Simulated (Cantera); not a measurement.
What does this Cantera script print?

```python
import numpy as np
import cantera as ct

gas_names = [...]  # 113 gases of nasa_gas.yaml made of C, H, O, Ta
cond_names = """
    C(gr) C6H6(L) C7H8(L) C8H18(L),n-octa H2O(s) H2O(L) Ta(cr) Ta(L) TaC(s) TaC(L) Ta2O5(s) Ta2O5(L)
""".split()


# ... load() reads the species with a 1 bar reference pressure and builds the phases ...
atoms = {
    'Ta2O5': {'Ta': 2, 'O': 5},
    'CO': {'C': 1, 'O': 1},
    'H2': {'H': 2},
}
top_T = {'C(gr)': 4500}  # K; cautious upper limits of use, not melting points


# ... equilibrate(T, P, feed) seeds the gas with the atoms and calls Mixture.equilibrate('TP', solver="vcs", rtol=1e-11, max_steps=5000) ...
results = []
feed = {'Ta2O5': 1, 'CO': 16, 'H2': 6.2}  # mol
P = 1333.22  # Pa
for T in [1400, 1550, 1700, 1850, 2000, 2150, 2300, 2450, 2600]:
    mix = equilibrate(T, P, feed)
    results.append((T, P, feed, dict(zip(mix.species_names, mix.species_moles))))
    x = sorted(zip(gas.X, gas.species_names), reverse=True)
    print(f"T = {T:g} K  P = {P:g} Pa  gas = {mix.phase_moles(0):.4g} mol")
    print("   x: " + "  ".join(f"{s} {v:.3e}" for v, s in x if v > 1e-06))
    print("   condensed (mol): " + ("  ".join(f"{mix.phase(i).name} {mix.phase_moles(i):.4g}"
          for i in range(1, mix.n_phases) if mix.phase_moles(i) > 1e-12) or "none"))
```

Output:

```
T = 1400 K  P = 1333.22 Pa  gas = 22.2 mol
   x: CO 7.203e-01  H2 2.790e-01  CO2 4.006e-04  H2O 3.368e-04  H 2.225e-05
   condensed (mol): TaC(s) 0.004675  Ta2O5(s) 0.9977
T = 1550 K  P = 1333.22 Pa  gas = 22.2 mol
   x: CO 7.202e-01  H2 2.788e-01  H2O 4.278e-04  CO2 3.951e-04  H 1.440e-04
   condensed (mol): TaC(s) 0.005218  Ta2O5(s) 0.9974
T = 1700 K  P = 1333.22 Pa  gas = 22.2 mol
   x: CO 7.200e-01  H2 2.784e-01  H 6.733e-04  H2O 5.168e-04  CO2 3.911e-04
   condensed (mol): TaC(s) 0.00576  Ta2O5(s) 0.9971
T = 1850 K  P = 1333.22 Pa  gas = 22.22 mol
   x: CO 7.194e-01  H2 2.772e-01  H 2.456e-03  H2O 6.006e-04  CO2 3.881e-04  TaO2 2.995e-06
   condensed (mol): TaC(s) 0.006268  Ta2O5(s) 0.9968
T = 2000 K  P = 1333.22 Pa  gas = 22.28 mol
   x: CO 7.175e-01  H2 2.739e-01  H 7.372e-03  H2O 6.741e-04  CO2 3.852e-04  TaO2 6.804e-05  TaO 9.686e-06  OH 1.812e-06
   condensed (mol): TaC(s) 0.006445  Ta2O5(s) 0.9959
T = 2150 K  P = 1333.22 Pa  gas = 22.43 mol
   x: CO 7.128e-01  H2 2.661e-01  H 1.884e-02  H2O 8.408e-04  TaO2 7.837e-04  CO2 4.404e-04  TaO 1.580e-04  OH 7.688e-06
   condensed (mol): Ta(cr) 0.005926  Ta2O5(L) 0.9865
T = 2300 K  P = 1333.22 Pa  gas = 22.79 mol
   x: CO 7.012e-01  H2 2.492e-01  H 4.184e-02  TaO2 4.162e-03  H2O 1.924e-03  CO2 9.661e-04  TaO 5.784e-04  OH 5.207e-05  O 5.968e-06
   condensed (mol): Ta2O5(L) 0.946
T = 2450 K  P = 1333.22 Pa  gas = 23.52 mol
   x: CO 6.774e-01  H2 2.174e-01  H 8.112e-02  TaO2 1.446e-02  H2O 5.421e-03  CO2 2.789e-03  TaO 9.849e-04  OH 3.954e-04  O 9.791e-05  O2 1.006e-06
   condensed (mol): Ta2O5(L) 0.8184
T = 2600 K  P = 1333.22 Pa  gas = 25.04 mol
   x: CO 6.319e-01  H2 1.665e-01  H 1.356e-01  TaO2 4.162e-02  H2O 1.222e-02  CO2 7.170e-03  OH 2.304e-03  TaO 1.449e-03  O 1.215e-03  O2 3.631e-05
   condensed (mol): Ta2O5(L) 0.4609
```

These are equilibrium values from Cantera (NASA tables, ideal gas, pure condensed phases), not measurements of a reactor. Mutual solubility and eutectic melting of coexisting phases are not modelled. TaC: taken at fixed stoichiometry. Condensed phases not in the tables: Ta2C, N, O or C dissolved in the metal.
